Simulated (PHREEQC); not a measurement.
Na2CO3 is added in steps, without added water, to 1 kg of water holding 7 mmol/kgw H3BO3, at 25 °C. O2 is buffered at 0.21 atm. No CO2 enters from the air. Only these solids could form: Nahcolite, Natron.

Base run: PHREEQC, ion-association model, wateq4f.dat. Each further column changes one thing. The table gives pH.

| Na2CO3 added (mol) | base | H3BO3 replaced by Cu(BF4)2 at the same molality | temperature from 25 to 15 °C | diluted 100-fold with water | no solid may form |
|---|---|---|---|---|---|
| 0 | 5.70 | 2.90 | 5.74 | 6.65 | 5.70 |
| 0.0002188 | 7.75 | 2.96 | 7.83 | 9.95 | 7.75 |
| 0.0005469 | 8.15 | 3.05 | 8.24 | 10.29 | 8.15 |
| 0.0007656 | 8.31 | 3.10 | 8.39 | 10.39 | 8.31 |
| 0.001094 | 8.48 | 3.19 | 8.56 | 10.49 | 8.48 |
| 0.001313 | 8.57 | 3.24 | 8.65 | 10.54 | 8.57 |
| 0.001641 | 8.68 | 3.32 | 8.77 | 10.59 | 8.68 |
| 0.001859 | 8.75 | 3.37 | 8.83 | 10.62 | 8.75 |
| 0.002188 | 8.84 | 3.45 | 8.92 | 10.66 | 8.84 |
| 0.002406 | 8.89 | 3.49 | 8.98 | 10.68 | 8.89 |
| 0.002734 | 8.97 | 3.56 | 9.06 | 10.71 | 8.97 |
| 0.002953 | 9.02 | 3.60 | 9.10 | 10.73 | 9.02 |
| 0.003281 | 9.08 | 3.66 | 9.17 | 10.75 | 9.08 |
| 0.0035 | 9.13 | 3.70 | 9.21 | 10.76 | 9.13 |

 Real BF4- forms and hydrolyses slowly; the run takes it at equilibrium. Solids allowed in the column 'H3BO3 replaced by Cu(BF4)2 at the same molality': Cu(OH)2, Malachite, Nahcolite, Natron, CuF2:2H2O.
